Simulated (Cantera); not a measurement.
Source: NASA polynomial tables (part measured, part estimated), evaluated in Cantera. Values are per mole of reaction as written; species without (g) are pure solids or liquids, kept so even where they would boil at 1 bar.

Problem. Between 648 and 1148 K, where is each reaction favourable under standard conditions?
- 3 H2(g) + N2(g) → 2 NH3(g)
- 4 Cr + N2(g) → 2 Cr2N

Solution. 
- 3 H2(g) + N2(g) → 2 NH3(g): ΔG° is 43 kJ at 648 K and 159 kJ at 1148 K; it stays positive (K < 1). ΔH° is -112 kJ and ΔS° -235 J/K at 1148 K.
- 4 Cr + N2(g) → 2 Cr2N: ΔG° is -152 kJ at 648 K and -83 kJ at 1148 K; it stays negative (K > 1). ΔH° is -235 kJ and ΔS° -132 J/K at 1148 K.
